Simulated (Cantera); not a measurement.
Al(CH3)3 + O2 + H2 (aluminium nitride and oxide growth)

Charge: 1 mol Al(CH3)3, 9.6 mol O2, 61 mol H2, held at 698 K.

Cantera equilibrium calculation (NASA polynomials, part measured and part estimated; ideal gas, pure solids and liquids). Candidate condensed phases: Al, Al2O3, C, C6H6, C7H8, C8H18, H2O; 121 gas species. The feed counts by its element totals alone. Rates play no part.

From 10.0 Pa to 1.00 bar the condensed part is Al2O3(s).

| P (Pa) | x H2 | x H2O | x CH4 | x CO2 | x CO | x C2H6 | n Al2O3(s) |
|---|---|---|---|---|---|---|---|
| 10 | 0.772 | 0.184 | 1.35e-6 | 0.0305 | 0.0133 | <1e-12 | 0.500 |
| 28 | 0.772 | 0.184 | 1.06e-5 | 0.0305 | 0.0133 | <1e-12 | 0.500 |
| 77 | 0.772 | 0.184 | 7.98e-5 | 0.0304 | 0.0133 | <1e-12 | 0.500 |
| 220 | 0.771 | 0.185 | 0.000634 | 0.0301 | 0.0131 | 2.19e-12 | 0.500 |
| 600 | 0.764 | 0.192 | 0.00400 | 0.0284 | 0.0118 | 8.78e-11 | 0.500 |
| 1700 | 0.738 | 0.217 | 0.0164 | 0.0213 | 0.00755 | 1.53e-9 | 0.500 |
| 4600 | 0.700 | 0.253 | 0.0338 | 0.0100 | 0.00290 | 6.86e-9 | 0.500 |
| 13000 | 0.676 | 0.276 | 0.0448 | 0.00230 | 0.000585 | 1.25e-8 | 0.500 |
| 36000 | 0.670 | 0.282 | 0.0475 | 0.000343 | 8.48e-5 | 1.42e-8 | 0.500 |
| 100000 | 0.669 | 0.283 | 0.0479 | 4.53e-5 | 1.12e-5 | 1.44e-8 | 0.500 |
x: gas mole fraction; n: condensed amount in mol.
